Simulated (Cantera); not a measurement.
A closed system holds: 1 mol SiC, 0.0016 mol O₂, 52 mol N₂, at 133 Pa.

Equilibrium computed with Cantera from the NASA thermochemical tables; the gas is ideal and each condensed phase is pure. Candidate condensed phases: C, Si, SiC, SiO₂, Si₂N₂O, Si₃N₄; 34 gas species. N₂ is the only nitrogen source here; it is nearly inert below about 1500 K, so the nitride shown seldom forms there in practice. Mutual solubility and eutectic melting of coexisting phases are not modelled. Rates play no part.

Q: Which condensed phases are stable at each of these points (T (°C)): 677, 777, 877, 977, 1077, 1177, 1277?

A: 
| T (°C) | condensed phases | Si condensed (%) |
|---|---|---|
| 677 | C(graphite) + Si₂N₂O(s) + Si₃N₄(s) | 100.0 |
| 777 | C(graphite) + Si₂N₂O(s) + Si₃N₄(s) | 100.0 |
| 877 | C(graphite) + Si₂N₂O(s) + Si₃N₄(s) | 100.0 |
| 977 | C(graphite) + Si₂N₂O(s) + Si₃N₄(s) | 100.0 |
| 1077 | SiC(s) + Si₃N₄(s) | 100.0 |
| 1177 | SiC(s) + Si₃N₄(s) | 100.0 |
| 1277 | SiC(s) | 99.8 |

From 677 °C to 977 °C the condensed part is C(graphite) + Si₂N₂O(s) + Si₃N₄(s). From 1077 °C to 1177 °C the condensed part is SiC(s) + Si₃N₄(s). At 1277 °C the condensed part is SiC(s).
